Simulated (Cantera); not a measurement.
What does this Cantera script print?

```python
import numpy as np
import cantera as ct

gas_names = [...]  # 110 gases of nasa_gas.yaml made of C, H, O
cond_names = """
    C(gr) C6H6(L) C7H8(L) C8H18(L),n-octa H2O(s) H2O(L)
""".split()


# ... load() reads the species with a 1 bar reference pressure and builds the phases ...
atoms = {
    'C2H4': {'C': 2, 'H': 4},
    'O2': {'O': 2},
    'H2': {'H': 2},
}
top_T = {'C(gr)': 4500}  # K; cautious upper limits of use, not melting points


# ... equilibrate(T, P, feed) seeds the gas with the atoms and calls Mixture.equilibrate('TP', solver="vcs", rtol=1e-11, max_steps=5000) ...
results = []
P = 1333.22  # Pa
for T in [1200, 1300, 1400, 1500, 1600, 1700, 1800, 1900, 2000, 2100, 2200, 2300]:
    for m in [0.1, 0.27, 0.44, 0.61, 0.78, 0.94, 1.1, 1.3, 1.4, 1.6]:
        feed = {'C2H4': 1, 'O2': m, 'H2': 64}  # mol
        mix = equilibrate(T, P, feed)
        results.append((T, P, feed, dict(zip(mix.species_names, mix.species_moles))))

for T, P, feed, n in results:
    print(f"{T:7g} {feed['O2']:10.4g}  " + (" + ".join(c for c in cond_names if n.get(c, 0) > 1e-12) or "gas only"))
```

Result:

```
   1200        0.1  C(gr)
   1200       0.27  C(gr)
   1200       0.44  C(gr)
   1200       0.61  C(gr)
   1200       0.78  C(gr)
   1200       0.94  C(gr)
   1200        1.1  gas only
   1200        1.3  gas only
   1200        1.4  gas only
   1200        1.6  gas only
   1300        0.1  C(gr)
   1300       0.27  C(gr)
   1300       0.44  C(gr)
   1300       0.61  C(gr)
   1300       0.78  C(gr)
   1300       0.94  C(gr)
   1300        1.1  gas only
   1300        1.3  gas only
   1300        1.4  gas only
   1300        1.6  gas only
   1400        0.1  C(gr)
   1400       0.27  C(gr)
   1400       0.44  C(gr)
   1400       0.61  C(gr)
   1400       0.78  C(gr)
   1400       0.94  C(gr)
   1400        1.1  gas only
   1400        1.3  gas only
   1400        1.4  gas only
   1400        1.6  gas only
   1500        0.1  C(gr)
   1500       0.27  C(gr)
   1500       0.44  C(gr)
   1500       0.61  C(gr)
   1500       0.78  C(gr)
   1500       0.94  C(gr)
   1500        1.1  gas only
   1500        1.3  gas only
   1500        1.4  gas only
   1500        1.6  gas only
   1600        0.1  C(gr)
   1600       0.27  C(gr)
   1600       0.44  C(gr)
   1600       0.61  C(gr)
   1600       0.78  C(gr)
   1600       0.94  C(gr)
   1600        1.1  gas only
   1600        1.3  gas only
   1600        1.4  gas only
   1600        1.6  gas only
   1700        0.1  C(gr)
   1700       0.27  C(gr)
   1700       0.44  C(gr)
   1700       0.61  C(gr)
   1700       0.78  C(gr)
   1700       0.94  C(gr)
   1700        1.1  gas only
   1700        1.3  gas only
   1700        1.4  gas only
   1700        1.6  gas only
   1800        0.1  C(gr)
   1800       0.27  C(gr)
   1800       0.44  C(gr)
   1800       0.61  C(gr)
   1800       0.78  C(gr)
   1800       0.94  C(gr)
   1800        1.1  gas only
   1800        1.3  gas only
   1800        1.4  gas only
   1800        1.6  gas only
   1900        0.1  C(gr)
   1900       0.27  C(gr)
   1900       0.44  C(gr)
   1900       0.61  C(gr)
   1900       0.78  C(gr)
   1900       0.94  C(gr)
   1900        1.1  gas only
   1900        1.3  gas only
   1900        1.4  gas only
   1900        1.6  gas only
   2000        0.1  C(gr)
   2000       0.27  C(gr)
   2000       0.44  C(gr)
   2000       0.61  C(gr)
   2000       0.78  C(gr)
   2000       0.94  C(gr)
   2000        1.1  gas only
   2000        1.3  gas only
   2000        1.4  gas only
   2000        1.6  gas only
   2100        0.1  C(gr)
   2100       0.27  C(gr)
   2100       0.44  C(gr)
   2100       0.61  C(gr)
   2100       0.78  C(gr)
   2100       0.94  gas only
   2100        1.1  gas only
   2100        1.3  gas only
   2100        1.4  gas only
   2100        1.6  gas only
   2200        0.1  C(gr)
   2200       0.27  C(gr)
   2200       0.44  C(gr)
   2200       0.61  C(gr)
   2200       0.78  C(gr)
   2200       0.94  gas only
   2200        1.1  gas only
   2200        1.3  gas only
   2200        1.4  gas only
   2200        1.6  gas only
   2300        0.1  C(gr)
   2300       0.27  C(gr)
   2300       0.44  C(gr)
   2300       0.61  C(gr)
   2300       0.78  gas only
   2300       0.94  gas only
   2300        1.1  gas only
   2300        1.3  gas only
   2300        1.4  gas only
   2300        1.6  gas only
```

These are equilibrium values from Cantera (NASA tables, ideal gas, pure condensed phases), not measurements of a reactor.
